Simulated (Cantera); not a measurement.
A closed system holds: 1 mol AlI3, 0.36 mol H2O, 650 mol N2, equilibrated at 2048.15 K.

These are equilibrium values from Cantera (NASA tables, ideal gas, pure condensed phases), not measurements of a reactor. Candidate condensed phases: Al, AlI3, AlN, Al2O3, H2O, I2; 41 gas species. Rates play no part.

Problem. What share of the Al ends up in condensed phases as a function of P (Pa), at 10, 63, 400, 2500, 16000, 100000?

Solution. 
| P (Pa) | Al condensed (%) | as |
|---|---|---|
| 10 | 16.5 | Al2O3(s) |
| 63 | 18.4 | Al2O3(s) |
| 400 | 17.1 | Al2O3(s) |
| 2500 | 18.0 | Al2O3(s) |
| 16000 | 21.6 | Al2O3(s) |
| 100000 | 23.5 | Al2O3(s) |
